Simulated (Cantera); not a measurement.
A Cantera script and what it prints.

```python
import numpy as np
import cantera as ct

gas_names = """
    Br Br2 H HBr H2
""".split()
cond_names = """
    Br2(cr) Br2(L)
""".split()


# ... load() reads the species with a 1 bar reference pressure and builds the phases ...
atoms = {
    'HBr': {'H': 1, 'Br': 1},
    'H2': {'H': 2},
}
top_T = {}  # K; cautious upper limits of use, not melting points


# ... equilibrate(T, P, feed) seeds the gas with the atoms and calls Mixture.equilibrate('TP', solver="vcs", rtol=1e-11, max_steps=5000) ...
results = []
feed = {'HBr': 1, 'H2': 0.91}  # mol
T = 3025  # K
P = 101325  # Pa
mix = equilibrate(T, P, feed)
results.append((T, P, feed, dict(zip(mix.species_names, mix.species_moles))))
print(gas.report(threshold=1e-05))
for i in range(1, mix.n_phases):
    print(f"{mix.phase(i).name:16s} {mix.phase_moles(i):12.5e} mol")
```

It prints:

```
       temperature   3025 K
          pressure   1.0132e+05 Pa
           density   0.14258 kg/m^3
  mean mol. weight   35.391 kg/kmol
   phase of matter   gas

                          1 kg             1 kmol
                     ---------------   ---------------
          enthalpy        3.5569e+06        1.2588e+08  J
   internal energy        2.8463e+06        1.0073e+08  J
           entropy              6412        2.2693e+05  J/K
    Gibbs function       -1.5839e+07       -5.6057e+08  J
 heat capacity c_p            895.52             31693  J/K
 heat capacity c_v            660.59             23379  J/K

                      mass frac. Y      mole frac. X     chem. pot. / RT
                     ---------------   ---------------   ---------------
                Br           0.56809           0.25162           -21.592
               Br2        0.00090249        0.00019986           -43.183
                 H         0.0032627           0.11455           -10.823
               HBr           0.40165           0.17568           -32.414
                H2          0.026086           0.45794           -21.645

Br2(L)            0.00000e+00 mol
```

These are equilibrium values from Cantera (NASA tables, ideal gas, pure condensed phases), not measurements of a reactor.
